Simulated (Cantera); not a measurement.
Cantera run, input and output.

```python
import numpy as np
import cantera as ct

surf = ct.Interface("diamond.yaml", "diamond_100")
gas, bulk = surf.adjacent["gas"], surf.adjacent["diamond"]
k = surf.kinetics_species_index(bulk.species_names[0])
cover = ["c6HH", "c6H*", "c6*H", "c6**", "c6HM", "c6B"]

rows, drift = [], 0.0
print(f"{'xCH3':>10s}{'um/h':>11s}" + "".join(f"{s:>11s}" for s in cover))
for v in [1e-06, 2.7e-06, 7.3e-06, 2e-05, 5.3e-05, 0.00014, 0.00038, 0.001, 0.0028]:
    T, P, xH, xCH3 = 1325, 10000, 0.029, v
    gas.TPX = T, P, {"H": xH, "CH3": xCH3, "CH4": 0.003, "H2": 1 - xH - xCH3 - 0.003}
    surf.TP = bulk.TP = T, P
    surf.coverages = "c6H*:0.1, c6HH:0.9"
    surf.advance_coverages(100.0)
    before = surf.coverages
    surf.advance_coverages(100.0)
    drift = max(drift, np.max(np.abs(surf.coverages - before) / (surf.coverages + 1e-9)))
    rate = surf.net_production_rates[k] * bulk.mean_molecular_weight / bulk.density * 3.6e9
    rows.append([rate, *surf[cover].coverages])
    print(f"{v:10.4g}{rate:11.4e}" + "".join(f"{x:11.3e}" for x in rows[-1][1:]))
```

It prints:

```
      xCH3       um/h       c6HH       c6H*       c6*H       c6**       c6HM        c6B
     1e-06 6.3039e-02  3.630e-01  5.258e-02  5.326e-01  5.174e-02  2.108e-06  1.711e-10
   2.7e-06 1.7020e-01  3.630e-01  5.258e-02  5.326e-01  5.174e-02  5.692e-06  4.619e-10
   7.3e-06 4.6016e-01  3.630e-01  5.258e-02  5.326e-01  5.174e-02  1.539e-05  1.249e-09
     2e-05 1.2606e+00  3.630e-01  5.258e-02  5.326e-01  5.173e-02  4.216e-05  3.421e-09
   5.3e-05 3.3394e+00  3.630e-01  5.257e-02  5.325e-01  5.171e-02  1.117e-04  9.062e-09
   0.00014 8.8140e+00  3.629e-01  5.255e-02  5.323e-01  5.165e-02  2.948e-04  2.392e-08
   0.00038 2.3870e+01  3.626e-01  5.249e-02  5.318e-01  5.149e-02  7.987e-04  6.477e-08
     0.001 6.2458e+01  3.618e-01  5.235e-02  5.303e-01  5.109e-02  2.091e-03  1.695e-07
    0.0028 1.7204e+02  3.597e-01  5.194e-02  5.262e-01  4.995e-02  5.774e-03  4.668e-07
```

Computed with Cantera and the Harris–Goodwin 1993 mechanism for the reconstructed diamond (100) surface.
